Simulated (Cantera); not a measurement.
Iron carbonyl, mercury and lead vapours: Pb + O2 + H2

A closed system holds: 1 mol Pb, 0.57 mol O2, 13 mol H2, held at 10.0 mbar.

Cantera equilibrium calculation (NASA polynomials, part measured and part estimated; ideal gas, pure solids and liquids). Candidate condensed phases: H2O, Pb, PbO, PbO2, Pb3O4; 12 gas species. Equilibrium is a limit: real reactors are often held back by kinetics, nucleation or transport.

```json
[
 {"T (°C)": "500", "x H2": "0.912", "x H2O": "0.0877", "x Pb": "2.31e-6", "x H": "8.67e-12", "n Pb(l)": "1.000"},
 {"T (°C)": "550", "x H2": "0.912", "x H2O": "0.0877", "x Pb": "1.34e-5", "x H": "7.01e-11", "n Pb(l)": "1.000"},
 {"T (°C)": "600", "x H2": "0.912", "x H2O": "0.0877", "x Pb": "6.36e-5", "x H": "4.47e-10", "n Pb(l)": "0.999"},
 {"T (°C)": "650", "x H2": "0.912", "x H2O": "0.0877", "x Pb": "0.000254", "x H": "2.34e-9", "n Pb(l)": "0.997"},
 {"T (°C)": "700", "x H2": "0.912", "x H2O": "0.0876", "x Pb": "0.000875", "x H": "1.03e-8", "n Pb(l)": "0.989"},
 {"T (°C)": "750", "x H2": "0.910", "x H2O": "0.0875", "x Pb": "0.00267", "x H": "3.95e-8", "n Pb(l)": "0.965"},
 {"T (°C)": "800", "x H2": "0.906", "x H2O": "0.0871", "x Pb": "0.00731", "x H": "1.33e-7", "n Pb(l)": "0.904"},
 {"T (°C)": "850", "x H2": "0.896", "x H2O": "0.0861", "x Pb": "0.0183", "x H": "4.03e-7", "n Pb(l)": "0.758"},
 {"T (°C)": "900", "x H2": "0.874", "x H2O": "0.0840", "x Pb": "0.0422", "x H": "1.10e-6", "n Pb(l)": "0.428"},
 {"T (°C)": "950", "x H2": "0.847", "x H2O": "0.0814", "x Pb": "0.0714", "x H": "2.77e-6", "n Pb(l)": "0"},
 {"T (°C)": "1000", "x H2": "0.847", "x H2O": "0.0814", "x Pb": "0.0714", "x H": "6.56e-6", "n Pb(l)": "0"},
 {"T (°C)": "1050", "x H2": "0.847", "x H2O": "0.0814", "x Pb": "0.0714", "x H": "1.46e-5", "n Pb(l)": "0"},
 {"T (°C)": "1100", "x H2": "0.847", "x H2O": "0.0814", "x Pb": "0.0714", "x H": "3.06e-5", "n Pb(l)": "0"},
 {"T (°C)": "1150", "x H2": "0.847", "x H2O": "0.0814", "x Pb": "0.0714", "x H": "6.11e-5", "n Pb(l)": "0"}
]
```
x: gas mole fraction; n: condensed amount in mol.

From 500 °C to 900 °C the condensed part is Pb(l). From 950 °C to 1150 °C nothing is condensed. The main Pb-bearing gas is Pb throughout.
